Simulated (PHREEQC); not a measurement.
# Metal-bearing waste water (model solution)

Solution (25 °C): 2.7 mmol/kgw ZnSO4, 13 mmol/kgw CuCl2 and 25 mmol/kgw NaH2PO4. Closed to the air; pH follows from the charge balance.

Equilibrium calculation in PHREEQC: ion-association model, wateq4f.dat.

```
Quantity                Result
--------------  --------------
pH                        4.55
ionic strength  0.0702 mol/kgw
```

```json
[
 {"species": "Cl-", "molality": "0.0256", "activity": "0.0202", "log γ": "-0.103"},
 {"species": "Na+", "molality": "0.0249", "activity": "0.0200", "log γ": "-0.095"},
 {"species": "H2PO4-", "molality": "0.0248", "activity": "0.0201", "log γ": "-0.092"},
 {"species": "Cu+2", "molality": "0.0119", "activity": "0.00525", "log γ": "-0.355"},
 {"species": "Zn+2", "molality": "0.00245", "activity": "0.00108", "log γ": "-0.355"},
 {"species": "SO4-2", "molality": "0.00169", "activity": "0.000704", "log γ": "-0.379"},
 {"species": "CuSO4", "molality": "0.000742", "activity": "0.000755", "log γ": "0.007"},
 {"species": "CuCl+", "molality": "0.000359", "activity": "0.000285", "log γ": "-0.100"},
 {"species": "ZnSO4", "molality": "0.000176", "activity": "0.000178", "log γ": "0.007"}
]
```

No solid was allowed to form. Examples of supersaturated solids here: Cu3(PO4)2:3H2O, Atacamite. Others may be too. H3PO4, which wateq4f.dat lacks, is added to it with the constant of phreeqc.dat. The database has no phosphate complexes of Cu, Zn.
